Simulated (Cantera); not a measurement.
Reactions in the system Cl-Fe-O

Standard-state values (1 bar) from the NASA 1993 polynomials, evaluated with Cantera. Values are per mole of reaction as written; species without (g) are pure solids or liquids, kept so even where they would boil at 1 bar. FeO: taken at fixed stoichiometry.

2 FeCl2(g) + O2(g) → 2 FeO + 2 Cl2(g)

| T (K) | ΔH° (kJ) | ΔS° (J/K) | ΔG° (kJ) | log10 K |
|---|---|---|---|---|
| 1798 | -163.4 | -151.0 | 108.1 | -3.14 |
| 1823 | -162.3 | -150.4 | 111.9 | -3.21 |
| 1848 | -161.2 | -149.8 | 115.6 | -3.27 |
| 1873 | -160.1 | -149.2 | 119.4 | -3.33 |
| 1898 | -159.0 | -148.6 | 123.1 | -3.39 |
| 1923 | -157.9 | -148.0 | 126.8 | -3.44 |
| 1948 | -156.8 | -147.5 | 130.5 | -3.50 |
| 1973 | -155.7 | -146.9 | 134.2 | -3.55 |
| 1998 | -154.6 | -146.3 | 137.9 | -3.60 |
| 2023 | -153.5 | -145.8 | 141.5 | -3.65 |
